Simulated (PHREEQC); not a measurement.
PHREEQC input (ion-association model, phreeqc.dat):

```
SOLUTION_SPECIES
  CO3-2 + 10 H+ + 8 e- = CH4 + 3 H2O  # shut off: no methane
    -log_k -100
    -delta_h 0
    -analytic -100
SOLUTION 1
  temp 25
  units mol/kgw
  pH 7 charge
END
SELECTED_OUTPUT 1
  -reset false
  -pH true
  -pe true
  -ionic_strength true
  -water true
  -totals C Fe P C(-4) C(4) Fe(2) Fe(3)
  -molalities H+ Fe+2 CO3-2 PO4-3 OH- O2 HCO3- CO2 (CO2)2 HPO4-2
    H2PO4- H3PO4 FeOH+ Fe(OH)3- FeCO3 FeHCO3+ FeHPO4 FeH2PO4+ Fe+3 FeOH+2
    Fe(OH)2+ Fe(OH)3 Fe(OH)4- Fe(OH)2 Fe2(OH)2+4 Fe3(OH)4+5 FeHPO4+ FeH2PO4+2
  -equilibrium_phases Vivianite Siderite
PRINT
  -reset false
USE solution 1
EQUILIBRIUM_PHASES 1
  Vivianite 0 0.2
  Siderite 0 0
  CO2(g) -5 10
END
# ... the last block is repeated for the other 10 points of log pCO2 (atm)
```

Selected output (columns that matter, 11 of 11 rows; log pCO2 (atm) added in front):

```
log pCO2 (atm)	pH	mu	C	Fe	P	m_H+	m_Fe+2	m_OH-	m_HCO3-	m_CO2	m_H2PO4-	m_FeHCO3+	m_FeH2PO4+	Vivianite
-5	7.5771	2.4589e-05	6.105e-06	7.2263e-06	4.8175e-06	2.6631e-08	7.044e-06	3.8447e-07	5.7488e-06	3.4028e-07	1.3951e-06	3.9571e-09	4.8129e-09	0.2
-4.5	7.299	3.406e-05	1.0688e-05	1.0288e-05	6.8589e-06	5.0578e-08	1.0058e-05	2.0285e-07	9.5913e-06	1.076e-06	2.964e-06	9.3896e-09	1.4543e-08	0.2
-4	7.0218	4.8941e-05	1.9481e-05	1.5255e-05	1.017e-05	9.5867e-08	1.4917e-05	1.073e-07	1.6044e-05	3.4027e-06	5.9355e-06	2.3171e-08	4.296e-08	0.19999
-3.5	6.7468	7.3171e-05	3.7812e-05	2.3484e-05	1.5656e-05	1.8091e-07	2.2921e-05	5.7063e-08	2.6981e-05	1.076e-05	1.1197e-05	5.9449e-08	1.2365e-07	0.19999
-3	6.4729	0.00011362	7.9714e-05	3.7341e-05	2.4894e-05	3.4071e-07	3.629e-05	3.0444e-08	4.5518e-05	3.4027e-05	2.0176e-05	1.5729e-07	3.4941e-07	0.19999
-2.5	6.1997	0.0001819	0.00018503	6.0916e-05	4.0611e-05	6.4102e-07	5.873e-05	1.6284e-08	7.6987e-05	0.0001076	3.525e-05	4.2512e-07	9.7547e-07	0.19998
-2	5.9278	0.00029761	0.00047211	0.00010139	6.759e-05	1.204e-06	9.6382e-05	8.7425e-09	0.00013069	0.00034024	6.0408e-05	1.1648e-06	2.6981e-06	0.19997
-1.5	5.6578	0.00049419	0.0013022	0.00017166	0.00011444	2.2534e-06	0.0001594	4.7217e-09	0.00022315	0.0010757	0.00010228	3.2191e-06	7.3932e-06	0.19994
-1	5.3911	0.00082923	0.003794	0.00029575	0.00019717	4.1925e-06	0.00026438	2.5733e-09	0.00038436	0.0034002	0.00017179	8.9444e-06	2.0028e-05	0.1999
-0.5	5.1291	0.0014031	0.011438	0.00051991	0.00034661	7.7286e-06	0.00043808	1.4209e-09	0.00067009	0.010738	0.00028675	2.4935e-05	5.3442e-05	0.19983
0	4.8739	0.0023924	0.035119	0.00093638	0.00062426	1.4056e-05	0.00072213	7.9899e-10	0.0011863	0.033821	0.00047614	6.9544e-05	0.00013975	0.19969
```

Species that the database lacks are ignored.
